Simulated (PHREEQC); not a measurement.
A PHREEQC speciation (ion-association model, phreeqc.dat) at 20 °C gives pH 3.72 and these molalities:

```json
[
 {"species": "Zn+2", "mol/kgw": "0.213"},
 {"species": "ZnSO4", "mol/kgw": "0.147"},
 {"species": "SO4-2", "mol/kgw": "0.124"},
 {"species": "Zn(SO4)2-2", "mol/kgw": "0.0892"},
 {"species": "HSO4-", "mol/kgw": "0.000446"},
 {"species": "Cl-", "mol/kgw": "0.000360"},
 {"species": "H+", "mol/kgw": "0.000254"},
 {"species": "Cu+2", "mol/kgw": "0.000113"},
 {"species": "CuSO4", "mol/kgw": "8.21e-5"},
 {"species": "ZnCl+", "mol/kgw": "3.00e-5"},
 {"species": "ZnOH+", "mol/kgw": "1.94e-7"}
]
```

Q: What are the element totals, and what could have been dissolved in 1 kg of water to give them?

A: Several could match; the one computed here: totals Cl 0.000390, Cu(2) 0.000195, S(6) 0.450, Zn 0.450 mol/kgw, from 0.45 mol/kgw ZnSO4, 0.000195 mol/kgw CuCl2 and 0.00035 mol/kgw H2SO4.

This is a speciation only: nothing precipitates in the calculation. Caution: at this ionic strength the ion-association model is outside its range; a Pitzer model would be the better tool where its parameters exist. Complexes and solids missing from the database can't appear.
